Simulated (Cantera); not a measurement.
Charge: 1 mol CHF₃, 0.12 mol F₂, at 1.33 mbar.

Method: chemical equilibrium by Gibbs-energy minimisation in Cantera with the NASA 1993 tables (ideal gas, pure condensed phases). Candidate condensed phases: C, C₆H₆, C₇H₈, C₈H₁₈; 95 gas species. Gases not in the tables: C₂F₆ and larger saturated fluorocarbons. The numbers say what is thermodynamically allowed, not how fast it happens.

x: gas mole fraction; n: condensed amount in mol.

```tsv
T (K)	x F	x HF	x CF₄	x CF₂	x C₃	x CF	x H	x C	n C(graphite)
1875	0.0337	0.607	0.302	0.0555	7.74e-10	8.07e-5	1.39e-6	1.29e-9	?
1975	0.0880	0.560	0.229	0.118	1.11e-8	0.000360	3.31e-6	1.32e-8	?
2075	0.191	0.485	0.123	0.194	1.23e-7	0.00127	7.46e-6	1.08e-7	?
2175	0.327	0.412	0.0359	0.219	1.09e-6	0.00335	1.78e-5	7.31e-7	?
2275	0.448	0.368	0.00578	0.170	7.86e-6	0.00680	4.87e-5	4.16e-6	?
2375	0.535	0.343	0.000700	0.109	4.80e-5	0.0116	0.000142	2.04e-5	?
2475	0.590	0.328	7.73e-5	0.0631	0.000252	0.0178	0.000412	8.82e-5	0.750
2575	0.619	0.317	8.53e-6	0.0349	0.00116	0.0253	0.00116	0.000340	0.798
2675	0.629	0.308	9.88e-7	0.0191	0.00472	0.0339	0.00314	0.00118	0.777
2775	0.621	0.294	1.20e-7	0.0103	0.0174	0.0432	0.00794	0.00375	?
2875	0.586	0.263	1.40e-8	0.00526	0.0581	0.0517	0.0184	0.0110	?
```

**Question.** Some entries are withheld; supply them.

**Answer.** 
- 1875, n C(graphite): 0.407
- 1975, n C(graphite): 0.371
- 2075, n C(graphite): 0.333
- 2175, n C(graphite): 0.365
- 2275, n C(graphite): 0.497
- 2375, n C(graphite): 0.645
- 2775, n C(graphite): 0.624
- 2875, n C(graphite): 0.0818
